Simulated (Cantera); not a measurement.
An adiabatic, constant-volume homogeneous reactor starts with C2H4 : O2 : N2 : CO2 = 1 : 1.36 : 5.13 : 0.3 (molar parts), at 1475 K and 0.220 bar.

Computed with Cantera and GRI-Mech 3.0 (53 species, 325 reactions). GRI-Mech 3.0 was tuned for natural gas; its chemistry of ethylene as a main component is partial and can be far from experiment.

Task: Predict: time of steepest temperature rise; temperature at 6.00 s; equilibrium temperature; x(O2) at 6.00 s; x(CO2) at 6.00 s; x(H2) at 6.00 s; x(NO) at 6.00 s.

Result: 
```
Item                                                                  Result
---------------------------------  -----------------------------------------
time of steepest temperature rise                                   0.130 ms
temperature at 6.00 s                                                 2772 K
equilibrium temperature                                               2772 K
x(O2) at 6.00 s                    0.000341 (gas-phase equilibrium 0.000341)
x(CO2) at 6.00 s                       0.0212 (gas-phase equilibrium 0.0212)
x(H2) at 6.00 s                          0.112 (gas-phase equilibrium 0.112)
x(NO) at 6.00 s                      0.00117 (gas-phase equilibrium 0.00117)
```
